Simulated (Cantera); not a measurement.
Input (Python, Cantera) and output of one run.

```python
import numpy as np
import cantera as ct

gas_names = """
    B BH BH2 BH3 BN BO BO2 B2 B2O B2O2 B2O3 B3O3H3 H HBO HBO2 HNO HNO2 HNO3 HO2 H2 H2O H2O2 H3B3O6 N NH
    NH2 NH3 NH2OH NO NO2 NO3 N2 N2H2 N2H4 N2O O OH O2 O3
""".split()
cond_names = """
    B(b) B(L) BN(s) B2O3(L) B3O3H3(cr) H2O(s) H2O(L)
""".split()


# ... load() reads the species with a 1 bar reference pressure and builds the phases ...
atoms = {
    'borazine': {'B': 3, 'N': 3, 'H': 6},
    'H2O': {'H': 2, 'O': 1},
}
top_T = {'BN(s)': 3200}  # K; cautious upper limits of use, not melting points


# ... equilibrate(T, P, feed) seeds the gas with the atoms and calls Mixture.equilibrate('TP', solver="vcs", rtol=1e-11, max_steps=5000) ...
results = []
T = 1548.15  # K
P = 11000  # Pa
for m in [0.093, 0.17, 0.31, 0.56, 1, 1.9, 3.4, 6.3]:
    feed = {'borazine': 1, 'H2O': m}  # mol
    mix = equilibrate(T, P, feed)
    results.append((T, P, feed, dict(zip(mix.species_names, mix.species_moles))))

top = {s: max(r[3][s] / sum(r[3][g] for g in gas_names) for r in results) for s in gas_names}
cols = sorted((s for s in top if top[s] > 1e-06), key=lambda s: -top[s])[:7]
seen = [c for c in cond_names if any(r[3].get(c, 0) > 1e-12 for r in results)]
print("log10 of partial pressures in bar; condensed amounts in mol")
print(f"{'n(H2O)':>10s}" + "".join(f"{s[:9]:>10s}" for s in cols + seen))
for T, P, feed, n in results:
    ng = sum(n[g] for g in gas_names)
    print(f"{feed['H2O']:10.4g}" + "".join(f"{np.log10(max(n[s] / ng * P / 1e5, 1e-99)):10.3f}" for s in cols)
          + "".join(f"{n.get(c, 0):10.4g}" for c in seen))
```

Result:

```
log10 of partial pressures in bar; condensed amounts in mol
    n(H2O)        H2        N2       H2O      HBO2       HBO      B2O3         H     BN(s)   B2O3(L)
     0.093    -0.966    -2.975    -4.075    -3.474    -3.502    -4.250    -4.994      2.94   0.01908
      0.17    -0.969    -2.726    -3.996    -3.434    -3.545    -4.250    -4.996     2.889   0.04388
      0.31    -0.975    -2.487    -3.922    -3.397    -3.588    -4.250    -4.998     2.797   0.08923
      0.56    -0.984    -2.269    -3.858    -3.365    -3.628    -4.250    -5.003     2.632    0.1706
         1    -0.997    -2.078    -3.807    -3.340    -3.667    -4.250    -5.009     2.341    0.3141
       1.9    -1.015    -1.905    -3.768    -3.320    -3.705    -4.250    -5.018     1.744    0.6081
       3.4    -1.033    -1.785    -3.746    -3.309    -3.734    -4.250    -5.027    0.7484     1.099
       6.3    -1.126    -1.825    -1.806    -2.339    -4.797    -4.250    -5.074         0     1.263
```

Method: chemical equilibrium by Gibbs-energy minimisation in Cantera with the NASA 1993 tables (ideal gas, pure condensed phases). The feed counts by its element totals alone. Mutual solubility and eutectic melting of coexisting phases are not modelled. Gases not in the tables: H3BO3.
